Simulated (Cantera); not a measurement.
Feed: 1 mol Ti, 0.098 mol C3H8, held at 7.50 Torr.

Equilibrium computed with Cantera from the NASA thermochemical tables; the gas is ideal and each condensed phase is pure. Candidate condensed phases: C, C6H6, C7H8, C8H18, Ti, TiC; 77 gas species. Mutual solubility and eutectic melting of coexisting phases are not modelled. TiC: taken at fixed stoichiometry. Condensed phases not in the tables: N, O or C dissolved in the metal. Rates play no part.

x: gas mole fraction; n: condensed amount in mol.

```csv
T (°C),x H2,x H,x Ti,n Ti(α),n TiC(s),n Ti(β),n Ti(l)
727,1.00,2.27e-8,<1e-12,0.706,0.294,0,0
802,1.00,1.47e-7,<1e-12,0.706,0.294,0,0
877,1.000,7.46e-7,…,0.706,0.294,0,0
952,1.000,3.12e-6,…,0,0.294,0.706,0
1027,1.000,1.11e-5,…,0,0.294,0.706,0
1102,1.000,3.43e-5,…,0,0.294,0.706,0
1177,1.000,9.46e-5,…,0,0.294,0.706,0
1252,1.000,0.000237,…,0,0.294,0.706,0
1327,0.999,0.000544,…,0,0.294,0.706,0
1402,0.999,0.00116,…,0,0.294,0.706,0
1477,0.998,0.00232,…,0,0.294,0.706,0
1552,0.996,0.00439,…,0,0.294,0.706,0
1627,0.992,0.00790,…,0,0.294,0.706,0
1702,0.986,0.0136,…,0,0.294,0,0.706
```

Q: What belongs in the gaps?

A: 
- 877, x Ti: 1.39e-12
- 952, x Ti: 2.68e-11
- 1027, x Ti: 3.67e-10
- 1102, x Ti: 3.76e-9
- 1177, x Ti: 3.02e-8
- 1252, x Ti: 1.97e-7
- 1327, x Ti: 1.07e-6
- 1402, x Ti: 5.02e-6
- 1477, x Ti: 2.05e-5
- 1552, x Ti: 7.43e-5
- 1627, x Ti: 0.000243
- 1702, x Ti: 0.000712
